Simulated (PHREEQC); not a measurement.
A solution holds 0.098 mol CuCl2, 0.059 mol HNO3 and 0.0011 mol NaCl per kg of water, at 62 °C. Closed to the air; pH follows from the charge balance.

Computed with PHREEQC (ion-association model, phreeqc.dat).

This is a speciation only: nothing precipitates in the calculation.

### Question
Estimate the pH.

### Answer
pH 1.34.

### Question
In which forms is Cl present?

### Answer
Cl- 80 %, CuCl+ 18 %, CuCl2 1.9 % of the Cl.

Complexes and solids missing from the database can't appear. Constants without temperature data keep their 25 °C values here.
